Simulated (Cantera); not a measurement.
# Pyrogenic steam for wet oxidation

A perfectly stirred reactor is fed with 43.0 % H2, 28.7 % O2, 28.4 % N2, equivalence ratio 0.75, at 94000 Pa; it is held at 850 K, and followed from long to short residence time.

Model: GRI-Mech 3.0 (53 species, 325 reactions), integrated in Cantera. Below about 950 K walls govern HO2 and H2O2 in real vessels. The temperature is held fixed by assumption; the heat of reaction is taken as removed at once.

```csv
τ (s),x H2,x O2,x OH,x O,x NO2,x H2O2
6.8,0.338,0.244,4.71e-9,2.72e-9,<1e-12,0.00186
2.0,0.408,0.276,3.10e-9,2.93e-9,<1e-12,0.00152
0.60,0.427,0.285,9.75e-10,1.28e-9,<1e-12,0.000512
0.18,0.430,0.286,6.73e-11,1.27e-10,<1e-12,3.26e-5
0.054,0.430,0.287,4.06e-12,1.23e-11,<1e-12,1.24e-6
0.016,0.430,0.287,<1e-12,<1e-12,<1e-12,1.95e-8
0.0048,0.430,0.287,<1e-12,<1e-12,<1e-12,1.41e-9
0.0014,0.430,0.287,<1e-12,<1e-12,<1e-12,1.15e-10
0.00042,0.430,0.287,<1e-12,<1e-12,<1e-12,1.02e-11
0.00013,0.430,0.287,<1e-12,<1e-12,<1e-12,<1e-12
```
x: mole fraction; the columns are a selection and need not sum to one.
